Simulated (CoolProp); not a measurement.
Decamethyltetrasiloxane (MD2M) at 410.15 K and 1.71 MPa is throttled through a valve to 1.08 MPa with no heat exchange. Each further row changes one setting.

Computed with CoolProp (reference Helmholtz-energy equation of state, Thol 2017).

| case | temperature change (K) | final density (kg/m³) |
|---|---|---|
| as stated | ___ | ___ |
| outlet pressure 0.324 MPa | ___ | ___ |
| outlet pressure 1.4 MPa | ___ | ___ |

Question: Complete the blanks.

Answer: 
- as stated, temperature change (K): +0.2
- as stated, final density (kg/m³): 737
- outlet pressure 0.324 MPa, temperature change (K): +0.4
- outlet pressure 0.324 MPa, final density (kg/m³): 735
- outlet pressure 1.4 MPa, temperature change (K): +0.1
- outlet pressure 1.4 MPa, final density (kg/m³): 738
